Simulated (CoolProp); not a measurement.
Vapour-liquid equilibrium of R22 (1) + R142b (2) at 0.229 bar; x and y are mole fractions of (1).

Model: multi-fluid Helmholtz-energy mixture model, Kamei 1995 and Lemmon 2006; pair parameters Bell 2016, in CoolProp.

```tsv
x	bubble temperature (°C)	y at the bubble point	dew temperature at overall composition x (°C)	liquid density (mol/L)
0.05	-43.6	0.187	-41.5	12.77
0.15	-48.2	0.438	-43.0	13.19
0.25	-51.8	0.599	-44.6	13.61
0.35	-54.9	0.712	-46.4	14.03
0.45	-57.5	0.795	-48.4	14.47
0.55	-59.9	0.858	-50.6	14.93
0.65	-62.1	0.907	-53.1	15.40
0.75	-64.1	0.944	-56.0	15.89
0.85	-65.9	0.972	-59.6	16.39
0.95	-67.5	0.992	-64.5	16.92
```

No azeotrope shows between x = 0.05 and 0.95.

The pair parameters rest on a limited set of measurements; away from them the model extrapolates.
